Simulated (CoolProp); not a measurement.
The fluid at 298.15 K and 0.156 MPa is compressed adiabatically to 0.351 MPa with isentropic efficiency 0.85. The same conditions are run with several fluids, on thermodynamics alone (safety and materials aside).

Model: reference Helmholtz-energy equation of state of each fluid (n-perfluorobutane: Gao 2022; hydrogen sulfide: Lemmon 2006; R125: Lemmon 2005; c-C4F8 (RC318): Platzer 1990; R134a: Tillner-Roth 1994), in CoolProp. The equations of Platzer and Polt are older, rougher fits.

```tsv
fluid	work (kJ/kg)	final temperature (K)	final density (kg/m³)
n-perfluorobutane	9.31	311.4	36.4
hydrogen sulfide	[?]	373.8	[?]
R125	19.8	324.5	16.3
c-C4F8 (RC318)	11.3	[?]	29.5
R134a	23.2	[?]	13.9
```

Problem. What belongs in the gaps?

Solution. 
- hydrogen sulfide, work (kJ/kg): 75.7
- hydrogen sulfide, final density (kg/m³): 3.90
- c-C4F8 (RC318), final temperature (K): 315.0
- R134a, final temperature (K): 327.6
